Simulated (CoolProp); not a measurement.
Vapour-liquid equilibrium of n-hexane (1) + o-xylene (2) at 399 K; x and y are mole fractions of (1).

The numbers come from the multi-fluid Helmholtz-energy mixture model, Thol 2019 and Zhou 2012; pair parameters Bell 2016 in CoolProp.

| x | bubble pressure (MPa) | y at the bubble point | dew pressure at overall composition x (MPa) | liquid density (mol/L) |
|---|---|---|---|---|
| 0.05 | 0.08316 | 0.301 | 0.06330 | 7.375 |
| 0.2 | 0.1479 | 0.655 | 0.07386 | 7.251 |
| 0.35 | 0.2081 | 0.791 | 0.08857 | 7.118 |
| 0.5 | 0.2650 | 0.866 | 0.1104 | 6.974 |
| 0.65 | 0.3204 | 0.916 | 0.1462 | 6.819 |
| 0.8 | 0.3762 | 0.955 | 0.2137 | 6.650 |
| 0.95 | 0.4352 | 0.989 | 0.3680 | 6.465 |

No azeotrope shows between x = 0.05 and 0.95.

The pair parameters rest on a limited set of measurements; away from them the model extrapolates.
